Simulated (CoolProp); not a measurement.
A closed Brayton cycle with carbon dioxide: compressor inlet 306.15 K and 8.3 MPa, high pressure 24.3 MPa, turbine inlet 820 K, compressor efficiency 0.89, turbine efficiency 0.93, recuperator effectiveness 0.95 (on enthalpy, no pinch check). Each further row changes one setting.

Values from CoolProp's reference Helmholtz-energy equation of state, Span 1996.

```
case                           thermal efficiency (%)  net work (kJ/kg)  compressor to turbine work  compressor exit (K)  turbine exit (K)
-----------------------------  ----------------------  ----------------  --------------------------  -------------------  ----------------
as stated                                        39.3               119                        0.17                336.1             688.6
turbine inlet 770 K                                 ?                 ?                        0.19                336.1                 ?
compressor inlet 316.15 K                        38.7                 ?                        0.32                    ?             688.6
high pressure 20.7 MPa                           37.4               104                        0.16                330.9                 ?
recuperator effectiveness 0.5                    24.0               119                        0.17                336.1             688.6
```

### Question
Some entries are withheld; supply them.

### Answer

- turbine inlet 770 K, thermal efficiency (%): 37.5
- turbine inlet 770 K, net work (kJ/kg): 108
- turbine inlet 770 K, turbine exit (K): 643.4
- compressor inlet 316.15 K, net work (kJ/kg): 98.2
- compressor inlet 316.15 K, compressor exit (K): 394.1
- high pressure 20.7 MPa, turbine exit (K): 707.6
